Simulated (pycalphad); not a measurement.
## Effect of Al content in Si-Al

Computed with pycalphad from the COST 507 light-alloy database (1999), at 1 atm. These are 1990s assessments: newer ones move some temperatures and phases. Amounts are mole fractions of atoms.

**Question.** One of these alloys has its liquidus at 1682 K, its solidus at 850 K, and holds DIAMOND_A4 0.99, FCC_A1 0.01 at 730 K. Which?
A. Si-4Al (at.%)
B. Si-8Al (at.%)
C. Si-3Al (at.%)
D. Si-16Al (at.%)
E. Si-1Al (at.%)

**Answer.** E, Si-1Al (at.%). The others: Si-3Al (at.%), liquidus 1673, solidus 850; Si-4Al (at.%), liquidus 1668, solidus 850; Si-8Al (at.%), liquidus 1648, solidus 850; Si-16Al (at.%), liquidus 1606, solidus 850

FCC_A1 is fcc; DIAMOND_A4 is diamond (Si).
